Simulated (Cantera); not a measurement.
Input (Python, Cantera) and output of one run.

```python
import numpy as np
import cantera as ct

gas_names = """
    C CH CH2 CH3 CH4 C2 C2H C2H2,acetylene C2H2,vinylidene C2H3,vinyl C2H4 C2H5 C2H6 C3 C3H3,propargyl
    C3H4,allene C3H4,propyne C3H4,cyclo- C3H5,allyl C3H6,propylene C3H6,cyclo- C3H7,n-propyl
    C3H7,i-propyl C3H8 C4 C4H2 C4H4,1,3-cyclo- C4H6,butadiene C4H6,2-butyne C4H6,cyclo- C4H8,1-butene
    C4H8,cis2-buten C4H8,tr2-butene C4H8,isobutene C4H8,cyclo- C4H9,n-butyl C4H9,i-butyl C4H9,s-butyl
    C4H9,t-butyl C4H10,isobutane C4H10,n-butane C5 C5H6,1,3cyclo- C5H8,cyclo- C5H10,1-pentene
    C5H10,cyclo- C5H11,pentyl C5H11,t-pentyl C5H12,n-pentane C5H12,i-pentane CH3C(CH3)2CH3 C6H2
    C6H5,phenyl C6H6 C6H10,cyclo- C6H12,1-hexene C6H12,cyclo- C6H13,n-hexyl C7H7,benzyl C7H8
    C7H14,1-heptene C7H15,n-heptyl C7H16,n-heptane C8H8,styrene C8H10,ethylbenz C8H16,1-octene
    C8H17,n-octyl C8H18,isooctane C8H18,n-octane C9H19,n-nonyl C10H8,naphthale C10H21,n-decyl
    C12H9,o-bipheny C12H10,bipheny H H2 Si SiC SiC2 SiC4H12 SiH SiH2 SiH3 SiH4 Si2 Si2C Si3
""".split()
cond_names = """
    C(gr) C6H6(L) C7H8(L) C8H18(L),n-octa Si(cr) Si(L) SiC(b)
""".split()


def load(file, names, dense=False):
    # The tables refer to 1 bar. Condensed volumes are neglected.
    table = {s.name: s for s in ct.Species.list_from_file(file)}
    out = []
    for n in names:
        d = dict(table[n].input_data)
        d["thermo"] = dict(d["thermo"], **{"reference-pressure": 1e5})
        if dense:
            d["equation-of-state"] = {"model": "constant-volume", "density": "1e6 g/cm^3"}
        out.append(ct.Species.from_dict(d))
    return out


gas = ct.Solution(thermo="ideal-gas", species=load("nasa_gas.yaml", gas_names))
cond = {s.name: ct.Solution(thermo="fixed-stoichiometry", species=[s], name=s.name)
        for s in load("nasa_condensed.yaml", cond_names, dense=True)}
atoms = {
    'Si(CH3)4': {'Si': 1, 'C': 4, 'H': 12},
    'H2': {'H': 2},
}
top_T = {'C(gr)': 4500, 'SiC(b)': 3050}  # K; cautious upper limits of use, not melting points


def equilibrate(T, P, feed):
    n = {}
    for name, mol in feed.items():
        for a, k in atoms[name].items():
            n[a] = n.get(a, 0.0) + k * mol
    gas.TPX = T, P, n
    mass = sum(n.values()) * gas.mean_molecular_weight
    gas.equilibrate("TP")
    valid = [c for c in cond.values() if c.min_temp <= T <= top_T.get(c.name, c.max_temp)]
    mix = ct.Mixture([(gas, mass / gas.mean_molecular_weight)] + [(c, 0.0) for c in valid])
    mix.T, mix.P = T, P
    mix.equilibrate("TP", solver="vcs", rtol=1e-11, max_steps=5000)
    return mix


results = []
feed = {'Si(CH3)4': 1, 'H2': 2.8}  # mol
P = 8200  # Pa
for T in [1073, 1173, 1273, 1373, 1473, 1573, 1673, 1773, 1873]:
    mix = equilibrate(T, P, feed)
    results.append((T, P, feed, dict(zip(mix.species_names, mix.species_moles))))

top = {s: max(r[3][s] / sum(r[3][g] for g in gas_names) for r in results) for s in gas_names}
cols = sorted((s for s in top if top[s] > 0.0001), key=lambda s: -top[s])[:6]
seen = [c for c in cond_names if any(r[3].get(c, 0) > 1e-12 for r in results)]
print("log10 of partial pressures in bar; condensed amounts in mol")
print(f"{'T/K':>10s}" + "".join(f"{s[:9]:>10s}" for s in cols + seen))
for T, P, feed, n in results:
    ng = sum(n[g] for g in gas_names)
    print(f"{T:10.4g}" + "".join(f"{np.log10(max(n[s] / ng * P / 1e5, 1e-99)):10.3f}" for s in cols)
          + "".join(f"{n.get(c, 0):10.4g}" for c in seen))
```

It prints:

```
log10 of partial pressures in bar; condensed amounts in mol
       T/K        H2       CH4         H C2H2,acet     C(gr)    SiC(b)
      1073    -1.088    -3.513    -8.397    -9.232     2.967         1
      1173    -1.087    -3.885    -7.472    -8.300     2.986         1
      1273    -1.087    -4.200    -6.690    -7.516     2.993         1
      1373    -1.086    -4.471    -6.021    -6.849     2.996         1
      1473    -1.086    -4.705    -5.441    -6.273     2.998         1
      1573    -1.086    -4.909    -4.934    -5.771     2.998         1
      1673    -1.086    -5.089    -4.487    -5.331     2.998         1
      1773    -1.087    -5.248    -4.089    -4.941     2.997         1
      1873    -1.087    -5.390    -3.734    -4.593     2.994    0.9999
```

Method: chemical equilibrium by Gibbs-energy minimisation in Cantera with the NASA 1993 tables (ideal gas, pure condensed phases).
